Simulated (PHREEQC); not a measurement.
0.66 g of hydrous ferric oxide (600 m²/g; 0.2 weak and 0.005 strong sites per Fe, Dzombak-Morel constants, diffuse double layer) in 1 kg of water with 0.005 mol/kgw of an inert sodium salt and 4.8e-05 mol PbCl2, at 25 °C; the pH is set by adding NaOH or the inert anion's acid. Oxygen is held at 0.21 atm. No CO2 enters from the air. Precipitation was switched off in this run.

Base run: PHREEQC, ion-association model, wateq4f.dat. Each further column changes one thing. The table gives surface potential ψ (mV).

| pH | base | background salt from 0.005 to 0.0005 mol/kgw | oxide from 0.66 to 3.3 g/kgw | 0.0032 mol/kgw CuSO4 added |
|---|---|---|---|---|
| 3 | 213 | 233 | 207 | 71 |
| 3.67 | 202 | 222 | 198 | 70 |
| 4.33 | 183 | 202 | 180 | 71 |
| 5 | 159 | 174 | … | … |
| 5.67 | 131 | 141 | 129 | 97 |
| 6.33 | 100 | 106 | 98 | 108 |
| 7 | 65 | … | 62 | 111 |
| 7.67 | 28 | 29 | 25 | 107 |
| 8.33 | -9 | -9 | -12 | 94 |
| 9 | -46 | -48 | -49 | 72 |
| 9.67 | -83 | -86 | -85 | 37 |
| 10.33 | -116 | -122 | -118 | 0 |
| 11 | -145 | -153 | -146 | -39 |

Q: What belongs in the gaps?

A: 
- 5, oxide from 0.66 to 3.3 g/kgw: 157
- 5, 0.0032 mol/kgw CuSO4 added: 81
- 7, background salt from 0.005 to 0.0005 mol/kgw: 68

The oxide is taken as insoluble; below pH 4 it would dissolve. In at least one series the solution becomes supersaturated in solids that the run did not let form, among them Cu(OH)2, Brochantite, Antlerite, Atacamite, Anglesite. The database's constant for dissolved Cu(OH)2 is higher than later reviews accept.
